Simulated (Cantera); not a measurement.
C2H5OH + H2O + H2 (carbon deposition, reforming and gasification)

Feed: 1 mol C2H5OH, 0.45 mol H2O, 0.53 mol H2, equilibrated at 1 atm.

Cantera equilibrium calculation (NASA polynomials, part measured and part estimated; ideal gas, pure solids and liquids). Candidate condensed phases: C, C6H6, C7H8, C8H18, H2O; 110 gas species. Equilibrium is a limit: real reactors are often held back by kinetics, nucleation or transport.

| T (K) | log p H2 | log p CH4 | log p H2O | log p CO | log p H | log p CO2 | log p C2H2 (acetylene) | n C(graphite) |
|---|---|---|---|---|---|---|---|---|
| 598 | -1.16 | -0.33 | -0.37 | -3.56 | <-11 | -1.31 | <-11 | 0.555 |
| 798 | -0.38 | -0.62 | -0.58 | -1.59 | -11.76 | -1.17 | <-11 | 0.851 |
| 998 | -0.16 | -1.34 | -1.25 | -0.70 | -8.75 | -1.62 | -9.13 | 0.712 |
| 1198 | -0.14 | -2.07 | -2.29 | -0.57 | -6.79 | -2.86 | -7.14 | 0.539 |
| 1398 | -0.13 | -2.62 | -3.12 | -0.57 | -5.39 | -3.89 | -5.74 | 0.542 |
| 1598 | -0.13 | -3.04 | -3.75 | -0.57 | -4.34 | -4.66 | -4.70 | 0.546 |
| 1798 | -0.13 | -3.37 | -4.24 | -0.57 | -3.52 | -5.26 | -3.89 | 0.547 |
| 1998 | -0.13 | -3.63 | -4.63 | -0.57 | -2.86 | -5.72 | -3.25 | 0.543 |
| 2198 | -0.13 | -3.84 | -4.94 | -0.57 | -2.32 | -6.10 | -2.73 | 0.529 |
| 2398 | -0.14 | -4.03 | -5.21 | -0.57 | -1.87 | -6.41 | -2.30 | 0.495 |
| 2598 | -0.15 | -4.20 | -5.44 | -0.57 | -1.50 | -6.68 | -1.95 | 0.424 |
| 2798 | -0.18 | -4.37 | -5.66 | -0.58 | -1.18 | -6.91 | -1.66 | 0.295 |
| 2998 | -0.22 | -4.55 | -5.87 | -0.59 | -0.92 | -7.11 | -1.43 | 0.0819 |
log p: log10 of the partial pressure in bar; n: condensed amount in mol.

From 598 K to 2998 K the condensed part is C(graphite). The main C-bearing gas is CH4 at 598 K and CO at 2998 K. The share of C in condensed phases is highest at 798 K (42.6 %) and lowest at 2998 K (4.1 %).
